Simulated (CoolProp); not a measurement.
A closed Brayton cycle with carbon dioxide: compressor inlet 306.15 K and 8.9 MPa, high pressure 19.3 MPa, turbine inlet 770 K, compressor efficiency 0.85, turbine efficiency 0.93, recuperator effectiveness 0.9 (on enthalpy, no pinch check). Each further row changes one setting.

Model: reference Helmholtz-energy equation of state, Span 1996, in CoolProp.

```json
[
 {"case": "as stated", "thermal efficiency (%)": "31.6", "net work (kJ/kg)": "82.1", "compressor to turbine work": "0.17", "compressor exit (K)": "325.2", "turbine exit (K)": "677.7"},
 {"case": "turbine inlet 720 K", "thermal efficiency (%)": "30.2", "net work (kJ/kg)": "74.7", "compressor to turbine work": "0.18", "compressor exit (K)": "325.2", "turbine exit (K)": "631.2"},
 {"case": "compressor inlet 316.15 K", "thermal efficiency (%)": "31.4", "net work (kJ/kg)": "71.2", "compressor to turbine work": "0.28", "compressor exit (K)": "364.4", "turbine exit (K)": "677.7"},
 {"case": "high pressure 16.4 MPa", "thermal efficiency (%)": "28.8", "net work (kJ/kg)": "67.0", "compressor to turbine work": "0.15", "compressor exit (K)": "320.6", "turbine exit (K)": "696.7"},
 {"case": "recuperator effectiveness 0.5", "thermal efficiency (%)": "18.7", "net work (kJ/kg)": "82.1", "compressor to turbine work": "0.17", "compressor exit (K)": "325.2", "turbine exit (K)": "677.7"}
]
```
